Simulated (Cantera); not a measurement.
Feed: 1 mol Al, 16 mol N2O, a varied amount of H2, 1.1 mol HCl, held at 1777 °C and 1.10 mbar.

Cantera equilibrium calculation (NASA polynomials, part measured and part estimated; ideal gas, pure solids and liquids). Candidate condensed phases: Al, AlCl3, AlN, Al2O3, H2O, NH4Cl; 45 gas species. The numbers say what is thermodynamically allowed, not how fast it happens.

### Question
At 9.4 mol H2, list the 6 most abundant gas species with their mole fractions, and the condensed phases.

### Answer
N2 0.535, H2O 0.295, O2 0.0801, HCl 0.0256, OH 0.0193, H2 0.0131. Condensed: Al2O3(s).
